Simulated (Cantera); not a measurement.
A perfectly stirred reactor is fed with CH₄ : N₂ = 1 : 7 (molar parts), at 0.987 atm; it is held at 1500 K, and followed from long to short residence time.

Computed with Cantera and GRI-Mech 3.0 (53 species, 325 reactions). GRI-Mech 3.0 stops at C3 and has no aromatics, soot or wall deposition, so with more carbon than oxygen in the feed, carbon stays in small species such as C2H2 where larger ones or solid carbon would form.

### Question
What does this change do: N2 7 to 3.7 parts?

### Answer
```csv
quantity,before,after
x(CH₄) at τ = 2.50 s,0.0505,0.0803
x(C₂H₄) at τ = 2.50 s,0.00111,0.00273
x(H) at τ = 2.50 s,3.83e-6,4.93e-6
x(HCN) at τ = 2.50 s,7.16e-9,4.68e-9
x(CH₂) at τ = 2.50 s,1.26e-9,1.23e-9
x(CH₄) at τ = 0.120 s,0.108,0.182
x(C₂H₄) at τ = 0.120 s,0.00127,0.00208
x(H) at τ = 0.120 s,9.89e-7,1.27e-6
x(HCN) at τ = 0.120 s,3.45e-10,2.21e-10
x(CH₂) at τ = 0.120 s,3.66e-9,3.46e-9
```
